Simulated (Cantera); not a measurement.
An isothermal plug-flow reactor at 750 K and 0.480 bar (inlet), inlet velocity 0.081 m/s, active area per volume 3100 1/m; feed 0.638 % CH₄, 2.20 % O₂, 91.6 % N₂, 5.57 % H₂O, equivalence ratio 0.58.

Cantera simulation using Deutschmann's 1995 Pt surface mechanism with GRI-Mech 3.0 gas chemistry; the numbers are that mechanism's predictions, not measurements. Catalytic surfaces can have several steady states; this one follows from the mechanism file's or the stated starting coverage. Mass transfer to the wall is taken as infinitely fast.

Task: Predict: x(CH₄) at z = 0.0045 m; x(O₂) at z = 0.0045 m; x(H₂O) at z = 0.0045 m; x(CO₂) at z = 0.0045 m; x(CO) at z = 0.0045 m; θ(free Pt) at the exit; θ(O*) at the exit; θ(OH*) at the exit.

Result: 
| Property | Result |
|---|---|
| x(CH₄) at z = 0.0045 m | 0.00417 |
| x(O₂) at z = 0.0045 m | 0.0176 |
| x(H₂O) at z = 0.0045 m | 0.0601 |
| x(CO₂) at z = 0.0045 m | 0.00221 |
| x(CO) at z = 0.0045 m | 5.22e-7 |
| θ(free Pt) at the exit | 0.0513 |
| θ(O*) at the exit | 0.943 |
| θ(OH*) at the exit | 0.00529 |
